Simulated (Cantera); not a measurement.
**Ammonia decomposition in nitride growth gas**

A perfectly stirred reactor is fed with 5.26 % NH3, 94.7 % N2, at 0.120 bar; it is held at 2173 K, and followed from long to short residence time.

Model: the gas-phase N/H chemistry of the illustrative SiF4/NH3 mechanism in the Surface Chemkin manual (1991), integrated in Cantera. Walls and surfaces, which speed up NH3 decomposition in real reactors, are not modelled.

```json
[
 {"τ (s)": "3.5", "x NH3": "0.000580", "x N2H4": "5.43e-12", "x H2": "0.0737", "x N2H2": "5.07e-9", "x N2": "0.925", "x H": "0.000783", "x N": "3.37e-6"},
 {"τ (s)": "1.8", "x NH3": "0.00137", "x N2H4": "1.66e-11", "x H2": "0.0727", "x N2H2": "1.16e-8", "x N2": "0.925", "x H": "0.000573", "x N": "3.17e-6"},
 {"τ (s)": "0.95", "x NH3": "0.00271", "x N2H4": "4.24e-11", "x H2": "0.0708", "x N2H2": "2.41e-8", "x N2": "0.926", "x H": "0.000450", "x N": "3.20e-6"},
 {"τ (s)": "0.49", "x NH3": "0.00508", "x N2H4": "1.03e-10", "x H2": "0.0675", "x N2H2": "4.85e-8", "x N2": "0.927", "x H": "0.000358", "x N": "3.31e-6"},
 {"τ (s)": "0.26", "x NH3": "0.00872", "x N2H4": "2.26e-10", "x H2": "0.0623", "x N2H2": "9.02e-8", "x N2": "0.929", "x H": "0.000285", "x N": "3.41e-6"},
 {"τ (s)": "0.13", "x NH3": "0.0147", "x N2H4": "4.91e-10", "x H2": "0.0538", "x N2H2": "1.66e-7", "x N2": "0.931", "x H": "0.000217", "x N": "3.44e-6"},
 {"τ (s)": "0.070", "x NH3": "0.0217", "x N2H4": "9.02e-10", "x H2": "0.0438", "x N2H2": "2.63e-7", "x N2": "0.934", "x H": "0.000163", "x N": "3.33e-6"},
 {"τ (s)": "0.037", "x NH3": "0.0297", "x N2H4": "1.54e-9", "x H2": "0.0323", "x N2H2": "3.84e-7", "x N2": "0.938", "x H": "0.000116", "x N": "3.00e-6"},
 {"τ (s)": "0.019", "x NH3": "0.0376", "x N2H4": "2.44e-9", "x H2": "0.0210", "x N2H2": "5.09e-7", "x N2": "0.941", "x H": "7.73e-5", "x N": "2.39e-6"},
 {"τ (s)": "0.010", "x NH3": "0.0435", "x N2H4": "3.51e-9", "x H2": "0.0125", "x N2H2": "6.00e-7", "x N2": "0.943", "x H": "4.98e-5", "x N": "1.63e-6"},
 {"τ (s)": "0.0052", "x NH3": "0.0475", "x N2H4": "4.61e-9", "x H2": "0.00672", "x N2H2": "6.31e-7", "x N2": "0.945", "x H": "3.02e-5", "x N": "9.09e-7"}
]
```
x: mole fraction; the columns are a selection and need not sum to one.
